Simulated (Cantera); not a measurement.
## Equilibrium for hydrogen reduction and annealing atmospheres: V2O3 + H2 + H2O

A closed system holds: 1 mol V2O3, 720 mol H2, 0.12 mol H2O.

These are equilibrium values from Cantera (NASA tables, ideal gas, pure condensed phases), not measurements of a reactor. Candidate condensed phases: H2O, V, VO, V2O3, V2O4, V2O5; 12 gas species. VO: taken at fixed stoichiometry. Equilibrium is a limit: real reactors are often held back by kinetics, nucleation or transport.

Stable condensed phases:

```
T in °C \ P in Pa
              10      42     180     750    3200   13000   56000  240000 1000000
   1777        A       A       A       B       B       B       B       B       B
   1702        A       A       B       B       B       B       B       B       B
   1627        A       B       B       B       B       B       B       B       B
   1552        B       B       B       B       B       B       B       B       B
   1477        B       B       B       B       B       B       B       B       B
   1402        B       B       B       B       B       B       B       B       B
   1327        B       B       B       B       B       B       B       B       B
   1252        B       B       B       B       B       B       B       B       B
   1177        B       B       B       B       B       B       B       B       B
   1102        B       B       B       B       B       B       B       B       B
```

A: gas only; B: VO.
